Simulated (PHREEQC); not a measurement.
Solution A (0.29 mol HCl, 0.00023 mol CaCl2 and 0.00021 mol CuCl2 per kg of water) is mixed with solution B (0.0025 mol/kgw NaHSO4) at 20 °C; shares are by mass of water, 1 kg in all. O2 is buffered at 0.21 atm. No CO2 enters from the air. No solid was allowed to form.

The series has 11 steps of share of solution B, from 0 to 1.

Computed with PHREEQC (ion-association model, wateq4f.dat).

Problem. Between which two steps does the pH jump most, and from what to what?

Solution. Between share of solution B = 0.9 and 1: from 1.58 to 2.69.
